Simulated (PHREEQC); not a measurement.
Dissolve 3.6 mmol/kgw NaOH, 5.5 mmol/kgw K2SiO3 and 0.425 mmol/kgw K2CO3 at 80 °C. Closed to the air; pH follows from the charge balance.

The numbers come from PHREEQC with the ion-association model, wateq4f.dat.

The ionic strength comes out as 0.0158 mol/kgw. What activity coefficients do K+, H3SiO4-, Na+, CO3-2, OH- get?

K+ 0.87, H3SiO4- 0.87, Na+ 0.87, CO3-2 0.58, OH- 0.86.

No solid was allowed to form. Constants without temperature data keep their 25 °C values here.
